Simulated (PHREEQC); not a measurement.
Brine

Solution (20 °C): 3.7 mol/kgw LiCl and 0.22 mol/kgw K2SO4. Closed to the air; pH follows from the charge balance.

The numbers come from PHREEQC with the Pitzer model, pitzer.dat.

Each row changes one thing in this solution. No solid was allowed to form.

| case | HSO4- (mol/kgw) | SI of Sylvite (KCl) | SI of Arcanite (K2SO4) |
|---|---|---|---|
| as made | 2.37e-7 | -0.75 | -1.15 |
| temperature from 20 to 35 °C | 5.19e-7 | ? | -1.34 |
| diluted 5-fold with water | 6.72e-8 | -2.39 | -2.89 |
| diluted 10-fold with water | 4.17e-8 | -2.96 | ? |
| LiCl from 3.7 to 4.07 mol/kgw | 2.47e-7 | -0.65 | -1.13 |
| diluted 2-fold with water | 1.32e-7 | -1.56 | -1.98 |

### Question
Fill in the missing entries.

### Answer

- temperature from 20 to 35 °C, SI of Sylvite (KCl): -0.91
- diluted 10-fold with water, SI of Arcanite (K2SO4): -3.56
